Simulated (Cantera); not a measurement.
Input: 1 mol CuO, a varied amount of F2, held at 1598.15 K and 1000 Pa.

Cantera equilibrium calculation (NASA polynomials, part measured and part estimated; ideal gas, pure solids and liquids). Candidate condensed phases: Cu, CuF2, CuO, Cu2O; 13 gas species. Rates play no part.

log p: log10 of the partial pressure in bar; nothing condenses.

| n(F2) (mol) | log p F | log p CuF2 | log p O2 | log p CuF | log p F2 | log p O |
|---|---|---|---|---|---|---|
| 0.8 | -4.37 | -2.40 | -2.48 | -2.57 | -9.98 | -6.09 |
| 1.2 | [?] | [?] | [?] | [?] | [?] | -6.14 |
| 1.7 | -2.32 | -2.47 | -2.76 | -4.69 | -5.86 | -6.23 |
| 2.4 | [?] | [?] | [?] | [?] | [?] | [?] |
| 3.5 | -2.11 | -2.81 | -3.11 | -5.24 | -5.46 | -6.41 |
| 5 | -2.07 | -2.98 | -3.28 | -5.44 | -5.38 | -6.49 |
| 7.2 | -2.05 | -3.14 | -3.44 | -5.63 | -5.33 | -6.57 |
| 10 | -2.04 | -3.29 | -3.59 | -5.79 | -5.30 | -6.64 |
| 15 | -2.02 | -3.47 | -3.77 | -5.99 | -5.27 | -6.73 |

Q: Some entries are withheld; supply them.

A: 
- 2.4, log p F: -2.19
- 2.4, log p CuF2: -2.64
- 2.4, log p O2: -2.93
- 2.4, log p CuF: -4.99
- 2.4, log p F2: -5.60
- 2.4, log p O: -6.32
- 1.2, log p F: -2.67
- 1.2, log p CuF2: -2.29
- 1.2, log p O2: -2.58
- 1.2, log p CuF: -4.16
- 1.2, log p F2: -6.56
